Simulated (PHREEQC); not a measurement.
Dissolve 0.0013 mol/kgw K2HPO4 at 25 °C. Closed to the air; pH follows from the charge balance.

Computed with PHREEQC (ion-association model, wateq4f.dat).

Each row changes one thing in this solution. Precipitation was switched off in this run.

```csv
case,pH,ionic strength (mol/kgw),H2PO4- (mol/kgw),KHPO4- (mol/kgw),PO4-3 (mol/kgw)
as made,9.08,0.00388,1.40e-5,4.96e-6,9.74e-7
diluted 2-fold with water,8.96,0.00194,9.84e-6,1.33e-6,3.31e-7
temperature from 25 to 45 °C,8.77,0.00387,2.55e-5,4.87e-6,6.89e-7
temperature from 25 to 5 °C,9.44,0.00389,6.94e-6,5.02e-6,1.45e-6
K2HPO4 from 0.0013 to 0.0026 mol/kgw,9.20,0.00775,2.01e-5,1.79e-5,2.84e-6
0.0001 mol/kgw Na2SO4 added,9.08,0.00417,1.39e-5,4.91e-6,9.79e-7
K2HPO4 from 0.0013 to 0.00195 mol/kgw,9.15,0.00581,1.72e-5,1.06e-5,1.82e-6
```

H3PO4, which wateq4f.dat lacks, is added to it with the constant of phreeqc.dat. At this temperature some constants are extrapolated from 25 °C, and those without enthalpy data are left unchanged.
